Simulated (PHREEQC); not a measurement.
1 kg of water holding 0.015 mol/kgw CaCl2, 0.095 mol/kgw MgCl2, 0.17 mol/kgw NaCl, 0.27 mol/kgw KCl and 0.044 mol/kgw SrCl2 is evaporated at 25 °C; the solids stay in contact with the brine. CO2 from the air is kept out. Only these solids could form: Bischofite, Brucite, Carnallite, Halite, Portlandite, Sylvite, MgCl2_4H2O.

The numbers come from PHREEQC with the Pitzer model, pitzer.dat.

| water left (kg) | ionic strength | water activity | Sylvite (mol) | Halite (mol) | Carnallite (mol) | Sr in solution (mol/kgw) | Ca in solution (mol/kgw) |
|---|---|---|---|---|---|---|---|
| 1 | 0.902 | 0.978 | 0 | 0 | 0 | 0.0440 | 0.0150 |
| 0.8219 | 1.10 | 0.974 | 0 | 0 | 0 | 0.0535 | 0.0183 |
| 0.5552 | 1.62 | 0.960 | 0 | 0 | 0 | 0.0793 | 0.0270 |
| 0.4563 | 1.98 | 0.951 | 0 | 0 | 0 | 0.0964 | 0.0329 |
| 0.3082 | 2.93 | 0.924 | 0 | 0 | 0 | 0.143 | 0.0487 |
| 0.2533 | 3.56 | 0.905 | 0 | 0 | 0 | 0.174 | 0.0592 |
| 0.1711 | 5.27 | 0.848 | 0 | 0 | 0 | 0.257 | 0.0876 |
| 0.1407 | 6.41 | 0.807 | 0 | 0 | 0 | 0.313 | 0.107 |
| 0.09502 | 8.47 | 0.727 | 0.0975 | 0 | 0 | 0.463 | 0.158 |
| 0.07809 | 9.49 | 0.683 | 0.161 | 0 | 0 | 0.563 | 0.192 |
| 0.05275 | 11.1 | 0.628 | 0.219 | 0.0974 | 0 | 0.834 | 0.284 |
| 0.04335 | 12.3 | 0.583 | 0.238 | 0.132 | 0 | 1.01 | 0.346 |
| 0.02646 | 15.2 | 0.467 | 0.234 | 0.162 | 0.0262 | 1.66 | 0.567 |
| 0.01728 | 16.4 | 0.435 | 0.202 | 0.166 | 0.0628 | 2.55 | 0.868 |

Sylvite from water left = 0.1156 kg; Halite from water left = 0.06418 kg; Carnallite from water left = 0.02646 kg.

Species that the database lacks are ignored.
